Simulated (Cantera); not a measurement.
Input (Python, Cantera) and output of one run.

```python
import numpy as np
import cantera as ct

gas_names = [...]  # 95 gases of nasa_gas.yaml made of C, F, H
cond_names = """
    C(gr) C6H6(L) C7H8(L) C8H18(L),n-octa
""".split()


# ... load() reads the species with a 1 bar reference pressure and builds the phases ...
atoms = {
    'c-C4F8': {'C': 4, 'F': 8},
    'CH4': {'C': 1, 'H': 4},
}
top_T = {'C(gr)': 4500}  # K; cautious upper limits of use, not melting points


# ... equilibrate(T, P, feed) seeds the gas with the atoms and calls Mixture.equilibrate('TP', solver="vcs", rtol=1e-11, max_steps=5000) ...
results = []
feed = {'c-C4F8': 1, 'CH4': 1.6}  # mol
T = 2650  # K
P = 23  # Pa
mix = equilibrate(T, P, feed)
results.append((T, P, feed, dict(zip(mix.species_names, mix.species_moles))))
x = sorted(zip(gas.X, gas.species_names), reverse=True)
print(f"T = {T:g} K  P = {P:g} Pa  gas = {mix.phase_moles(0):.4g} mol")
print("   x: " + "  ".join(f"{s} {v:.3e}" for v, s in x if v > 0.0001))
print("   condensed (mol): " + ("  ".join(f"{mix.phase(i).name} {mix.phase_moles(i):.4g}"
      for i in range(1, mix.n_phases) if mix.phase_moles(i) > 1e-12) or "none"))
```

Result:

```
T = 2650 K  P = 23 Pa  gas = 8.915 mol
   x: HF 6.406e-01  F 2.434e-01  H 7.594e-02  C3 1.945e-02  CF 1.226e-02  C 5.057e-03  C2 1.845e-03  H2 6.038e-04  CF2 5.744e-04  C2H 1.443e-04  C5 1.072e-04
   condensed (mol): C(gr) 4.879
```

Method: chemical equilibrium by Gibbs-energy minimisation in Cantera with the NASA 1993 tables (ideal gas, pure condensed phases). The feed counts by its element totals alone.
